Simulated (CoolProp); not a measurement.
Vapour-liquid equilibrium of hydrogen sulfide (1) + benzene (2) at 33.45 °C; x and y are mole fractions of (1).

Model: multi-fluid Helmholtz-energy mixture model, Lemmon 2006 and Thol 2012; pair parameters Bell 2016, in CoolProp.

### Question
Give the bubble pressure and the first vapour's composition at x = 0.15, 0.45, 0.55. Is there an azeotrope?

### Answer
x = 0.15: 0.3377 MPa, y = 0.948; x = 0.45: 0.9880 MPa, y = 0.986; x = 0.55: 1.224 MPa, y = 0.990. No azeotrope shows between x = 0.05 and 0.95.

The pair parameters rest on a limited set of measurements; away from them the model extrapolates.
